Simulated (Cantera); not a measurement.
Input: 1 mol Zr, 0.18 mol N2O, 80 mol H2.

These are equilibrium values from Cantera (NASA tables, ideal gas, pure condensed phases), not measurements of a reactor. Candidate condensed phases: H2O, Zr, ZrN, ZrO2; 28 gas species. Mutual solubility and eutectic melting of coexisting phases are not modelled. ZrN: taken at fixed stoichiometry. Condensed phases not in the tables: solid solutions among these carbides, nitrides and lower oxides, N, O or C dissolved in the metal. The numbers say what is thermodynamically allowed, not how fast it happens.

Problem. What condenses at these points (T in K, P in Pa): (2200, 42); (1975, 18000); (2050, 1000000); (2050, 0.10); (1600, 320); (2200, 0.10); (2200, 18000)?

Solution. 
```tsv
T (K)	P in Pa	condensed phases	Zr condensed (%)
2200	42	Zr + ZrN	80.7
1975	18000	Zr + ZrN + ZrO2	100.0
2050	1000000	Zr + ZrN + ZrO2	100.0
2050	0.10	ZrN	5.9
1600	320	Zr + ZrN + ZrO2	100.0
2200	0.10	gas only	0.0
2200	18000	Zr + ZrN + ZrO2	99.9
```
